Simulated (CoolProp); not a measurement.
Vapour-liquid equilibrium of R143a (1) + fluoroethane (R161) (2) at -44.75 °C; x and y are mole fractions of (1).

The numbers come from the multi-fluid Helmholtz-energy mixture model, Lemmon and Jacobsen 2000 and Wu 2012; pair parameters Bell 2016 in CoolProp.

| x | bubble pressure (MPa) | y at the bubble point | dew pressure at overall composition x (MPa) | liquid density (mol/L) |
|---|---|---|---|---|
| 0.05 | 0.07447 | 0.081 | 0.07348 | ___ |
| 0.125 | ___ | 0.191 | 0.07590 | 16.73 |
| 0.2 | 0.08161 | 0.289 | 0.07844 | 16.45 |
| 0.275 | 0.08496 | 0.378 | 0.08110 | 16.17 |
| 0.35 | 0.08820 | 0.460 | 0.08389 | 15.90 |
| 0.425 | 0.09135 | 0.536 | 0.08681 | 15.64 |
| 0.5 | 0.09443 | 0.607 | 0.08986 | 15.38 |
| 0.575 | 0.09744 | 0.674 | 0.09304 | 15.13 |
| 0.65 | 0.1004 | ___ | 0.09637 | 14.88 |
| 0.725 | 0.1033 | 0.798 | ___ | 14.64 |
| 0.8 | 0.1062 | 0.856 | 0.1034 | 14.40 |
| 0.875 | 0.1091 | 0.912 | 0.1072 | 14.17 |
| 0.95 | 0.1120 | 0.965 | 0.1111 | 13.95 |

Task: Complete the blanks.

Result: 
- 0.05, liquid density (mol/L): 17.03
- 0.125, bubble pressure (MPa): 0.07812
- 0.65, y at the bubble point: 0.737
- 0.725, dew pressure at overall composition x (MPa): 0.09983

No azeotrope shows between x = 0.05 and 0.95.

The pair parameters rest on a limited set of measurements; away from them the model extrapolates.
